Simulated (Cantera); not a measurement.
An isothermal, constant-pressure homogeneous reactor starts with 69.4 % CH₄, 30.6 % CO₂, at 1300 K and 5.13 atm.

Computed with Cantera and GRI-Mech 3.0 (53 species, 325 reactions). GRI-Mech 3.0 stops at C3 and has no aromatics, soot or wall deposition, so with more carbon than oxygen in the feed, carbon stays in small species such as C2H2 where larger ones or solid carbon would form.

x: mole fraction; the columns are a selection and need not sum to one.

| t (s) | x CH₄ | x CO₂ | x C₂H₂ | x H₂ | x O₂ |
|---|---|---|---|---|---|
| 0.00100 | 0.694 | 0.306 | 6.32e-11 | 9.48e-6 | <1e-12 |
| 0.00290 | 0.694 | 0.306 | 9.39e-10 | 2.80e-5 | <1e-12 |
| 0.00841 | 0.694 | 0.306 | 1.28e-8 | 8.32e-5 | <1e-12 |
| 0.0244 | 0.694 | 0.306 | [?] | [?] | <1e-12 |
| 0.0707 | 0.693 | 0.305 | [?] | [?] | <1e-12 |
| 0.205 | 0.689 | 0.305 | 0.000106 | 0.00333 | <1e-12 |
| 0.595 | 0.678 | 0.303 | 0.00128 | 0.0119 | <1e-12 |
| 1.72 | 0.647 | 0.297 | 0.00720 | 0.0364 | <1e-12 |
| 5.00 | 0.574 | 0.273 | 0.0172 | 0.0824 | <1e-12 |

**Question.** Some entries are withheld; supply them.

**Answer.** 
- 0.0244, x C₂H₂: 2.21e-7
- 0.0244, x H₂: 0.000257
- 0.0707, x C₂H₂: 4.99e-6
- 0.0707, x H₂: 0.000877
